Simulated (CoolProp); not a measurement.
Properties of water along the isobar 101 kPa.

Model: reference Helmholtz-energy equation of state, Wagner 2002, in CoolProp.

```
T (°C)  phase       Z  speed of sound (m/s)  viscosity (µPa s)
------  -----  ------  --------------------  -----------------
224.05    gas  0.9958                 546.8               17.2
245.65    gas  0.9964                 558.2               18.1
267.25    gas  0.9970                 569.3               19.0
288.85    gas  0.9974                 580.2               19.9
310.45    gas  0.9977                 590.7               20.7
332.15    gas  0.9980                 601.1               21.6
353.75    gas  0.9983                 611.2               22.5
375.35    gas  0.9985                 621.1               23.4
396.95    gas  0.9987                 630.8               24.3
418.55    gas  0.9988                 640.3               25.2
440.15    gas  0.9990                 649.6               26.1
461.75    gas  0.9991                 658.8               27.0
483.35    gas  0.9992                 667.8               27.9
504.95    gas  0.9993                 676.6               28.8
526.55    gas  0.9993                 685.3               29.6
```

Viscosity comes from a separate model (Huber 2009).
